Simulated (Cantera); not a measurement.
A perfectly stirred reactor is fed with CH4 : H2 = 1 : 9 (molar parts), at 0.132 atm; it is held at 1100 K, and followed from long to short residence time.

Detailed kinetics in Cantera: GRI-Mech 3.0 (53 species, 325 reactions). GRI-Mech 3.0 stops at C3 and has no aromatics, soot or wall deposition, so with more carbon than oxygen in the feed, carbon stays in small species such as C2H2 where larger ones or solid carbon would form.

Q: What does this change do: temperature 1100 to 1675 K?

A: 
| quantity | before | after |
|---|---|---|
| x(CH4) at τ = 9.00 s | 0.1000 | 0.0130 |
| x(H2) at τ = 9.00 s | 0.900 | 0.947 |
| x(C2H6) at τ = 9.00 s | 2.38e-7 | 6.30e-7 |
| x(H) at τ = 9.00 s | 4.39e-8 | 0.000302 |
| x(CH2) at τ = 9.00 s | <1e-12 | 2.63e-8 |
| x(CH4) at τ = 67.0 ms | 0.100 | 0.0799 |
| x(H2) at τ = 67.0 ms | 0.900 | 0.910 |
| x(C2H6) at τ = 67.0 ms | 2.89e-11 | 1.79e-5 |
| x(H) at τ = 67.0 ms | 3.98e-9 | 0.000249 |
| x(CH2) at τ = 67.0 ms | <1e-12 | 1.09e-7 |
